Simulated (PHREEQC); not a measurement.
Solution (25 °C): 0.0051 mol/kgw Cu(BF4)2, 0.45 mol/kgw HCl and 0.0088 mol/kgw KCl. Closed to the air; pH follows from the charge balance.

All values are PHREEQC results (ion-association model, wateq4f.dat), not measurements.

Task: The ionic strength comes out as 0.469 mol/kgw. What activity coefficients do BF4-, F-, H+, BF3OH-, HF2- get?

Result: BF4- 0.60, F- 0.64, H+ 0.77, BF3OH- 0.60, HF2- 0.64.

No solid was allowed to form. Real BF4- forms and hydrolyses slowly; the run takes it at equilibrium.
